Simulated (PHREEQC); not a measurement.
Make-up at 20 °C: 0.24 mol/kgw KHSO4. Closed to the air; pH follows from the charge balance.

The numbers come from PHREEQC with the ion-association model, phreeqc.dat.

Each row changes one thing in this solution. This is a speciation only: nothing precipitates in the calculation.

| case | pH | ionic strength (mol/kgw) | K+ (mol/kgw) | HSO4- (mol/kgw) | SO4-2 (mol/kgw) | KSO4- (mol/kgw) |
|---|---|---|---|---|---|---|
| as made | 1.14 | 0.385 | 0.218 | 0.146 | 0.0725 | 0.0219 |
| 0.012 mol/kgw KCl added | 1.13 | (withheld) | 0.229 | 0.145 | 0.0724 | 0.0228 |
| diluted 5-fold with water | (withheld) | 0.0953 | 0.0454 | 0.0218 | (withheld) | 0.00256 |
| 0.07 mol/kgw CdCl2 added | 1.08 | 0.471 | 0.222 | 0.132 | 0.0628 | 0.0178 |
| diluted 2-fold with water | 1.37 | 0.210 | (withheld) | 0.0659 | 0.0452 | 0.00890 |
| 0.0075 mol/kgw NaOH added | 1.16 | 0.389 | 0.218 | 0.142 | 0.0746 | 0.0224 |
| KHSO4 from 0.24 to 0.48 mol/kgw | 0.89 | 0.713 | 0.427 | (withheld) | 0.116 | 0.0530 |

### Question
Fill in the missing entries.

### Answer

- 0.012 mol/kgw KCl added, ionic strength (mol/kgw): 0.397
- diluted 5-fold with water, pH: 1.66
- diluted 5-fold with water, SO4-2 (mol/kgw): 0.0237
- diluted 2-fold with water, K+ (mol/kgw): 0.111
- KHSO4 from 0.24 to 0.48 mol/kgw, HSO4- (mol/kgw): 0.311

The ionic strength passes 0.7 mol/kgw, the rough limit of the ion-association models, in KHSO4 from 0.24 to 0.48 mol/kgw.
